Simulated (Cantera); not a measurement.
A freely propagating, adiabatic, planar premixed flame of 12.5 % CO, 5.63 % H2, 1.06 % CH4, 17.0 % O2, 63.8 % N2, equivalence ratio 0.66, unburnt at 573 K and 64000 Pa; mixture-averaged transport, grid criteria slope 0.08 and curve 0.16, no radiation.

Detailed kinetics in Cantera: GRI-Mech 3.0 (53 species, 325 reactions). Burning velocities carry a grid error of a few per cent, more on coarse grids.

x: mole fraction of selected species; z is measured from the peak of heat release.

| z (mm) | T (K) | u (m/s) | x CO | x H2 | x CH4 | x H2O | x CH2CO | x C2H4 |
|---|---|---|---|---|---|---|---|---|
| -2.69 | 573 | 1.65 | 0.125 | 0.0563 | 0.0106 | <1e-8 | <1e-8 | <1e-8 |
| -1.79 | 573 | 1.65 | 0.125 | 0.0561 | 0.0106 | 1.64e-7 | <1e-8 | <1e-8 |
| -1.34 | 573 | 1.65 | 0.125 | 0.0558 | 0.0106 | 1.33e-6 | <1e-8 | <1e-8 |
| -0.895 | 573 | 1.65 | 0.125 | 0.0544 | 0.0107 | 2.77e-5 | <1e-8 | <1e-8 |
| -0.448 | 608 | 1.74 | 0.126 | 0.0464 | 0.0105 | 0.00208 | 3.99e-8 | 2.91e-8 |
| -0.224 | ___ | 2.30 | 0.121 | 0.0342 | 0.00877 | 0.0156 | 2.95e-7 | 4.90e-7 |
| 0 | ___ | 3.35 | 0.106 | 0.0173 | 0.00237 | 0.0469 | 2.66e-7 | 5.32e-7 |
| 0.224 | ___ | 3.98 | 0.0797 | 0.00661 | 6.04e-5 | 0.0648 | <1e-8 | <1e-8 |
| 0.448 | ___ | 4.30 | 0.0579 | 0.00466 | 4.86e-7 | 0.0670 | <1e-8 | <1e-8 |
| 0.895 | 1718 | 4.66 | 0.0371 | 0.00453 | <1e-8 | 0.0673 | <1e-8 | <1e-8 |
| 1.79 | 1859 | 5.00 | 0.0271 | 0.00372 | <1e-8 | 0.0710 | <1e-8 | <1e-8 |
| 3.58 | 1976 | 5.27 | 0.0201 | 0.00253 | <1e-8 | 0.0752 | <1e-8 | <1e-8 |
| 7.16 | 2064 | 5.47 | 0.0135 | 0.00157 | <1e-8 | 0.0781 | <1e-8 | <1e-8 |

**Question.** Fill in the missing entries.

**Answer.** 
- -0.224, T (K): 814
- 0, T (K): 1192
- 0.224, T (K): 1432
- 0.448, T (K): 1565
